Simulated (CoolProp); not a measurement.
Properties of fluorine along the isobar 6.85 MPa.

The numbers come from the reference Helmholtz-energy equation of state, de Reuck 1990 in CoolProp.

| T (°C) | phase | Z | cp (kJ/(kg K)) | cv (kJ/(kg K)) |
|---|---|---|---|---|
| -168.25 | liquid | 0.2165 | 1.555 | 0.7702 |
| -140.35 | liquid | 0.2119 | 1.967 | 0.7170 |
| -112.45 | supercritical | 0.5929 | 2.367 | 0.7126 |
| -84.65 | supercritical | ___ | ___ | 0.6322 |
| -56.75 | supercritical | 0.8894 | 1.011 | 0.6113 |
| -28.85 | supercritical | 0.9336 | ___ | 0.6045 |
| -1.05 | supercritical | 0.9597 | 0.9039 | 0.6057 |
| 26.85 | supercritical | 0.9765 | 0.8903 | 0.6115 |

Q: What belongs in the gaps?

A: 
- -84.65, Z: 0.8056
- -84.65, cp (kJ/(kg K)): 1.204
- -28.85, cp (kJ/(kg K)): 0.9367

The peak of cp marks the crossing from liquid-like to gas-like fluid above the critical point.
